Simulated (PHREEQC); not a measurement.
Consider water at 25 °C with 5.7 mmol/kgw K2SO4. Closed to the air; pH follows from the charge balance.

The numbers come from PHREEQC with the ion-association model, phreeqc.dat.

**Question.** The ionic strength comes out as 0.0166 mol/kgw. What activity coefficients do K+, SO4-2, KSO4- get?

**Answer.** K+ 0.88, SO4-2 0.61, KSO4- 0.89.

Precipitation was switched off in this run. Complexes and solids missing from the database can't appear.
